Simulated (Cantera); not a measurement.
Feed: 1 mol SiCl₄, 1.6 mol HCl, 7.1 mol H₂, equilibrated at 1298.15 K and 14.0 bar.

These are equilibrium values from Cantera (NASA tables, ideal gas, pure condensed phases), not measurements of a reactor. Candidate condensed phases: Si; 19 gas species. The tables' values for SiCl₃ are old estimates; treat these amounts as uncertain. Equilibrium is a limit: real reactors are often held back by kinetics, nucleation or transport.

Task: What is the equilibrium state?

Result: 
```
Quantity                              Value
--------------------------------  ---------
x(H₂)                                 0.714
x(HCl)                                0.183
x(SiCl₄)                             0.0857
x(SiHCl₃)                            0.0151
x(SiCl₃)                            0.00157
x(SiH₂Cl₂)                         0.000377
x(SiCl₂)                           0.000173
x(SiH₃Cl)                           2.64e-6
gas amount                        9.709 mol
log10 activity of Si(s) (absent)      -2.86
```
